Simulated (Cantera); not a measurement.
A closed system holds: 1 mol Nb, 0.16 mol O2, 100 mol H2, equilibrated at 0.850 bar.

Equilibrium computed with Cantera from the NASA thermochemical tables; the gas is ideal and each condensed phase is pure. Candidate condensed phases: H2O, Nb, NbO, NbO2, Nb2O5; 12 gas species. Mutual solubility and eutectic melting of coexisting phases are not modelled. NbO: taken at fixed stoichiometry. Condensed phases not in the tables: N, O or C dissolved in the metal. Equilibrium is a limit: real reactors are often held back by kinetics, nucleation or transport.

Problem. At 1698 K, list the 3 most abundant gas species with their mole fractions, and the condensed phases.

Solution. H2 1.000, H2O 0.000275, H 0.000157. Condensed: Nb(s) + NbO(s).
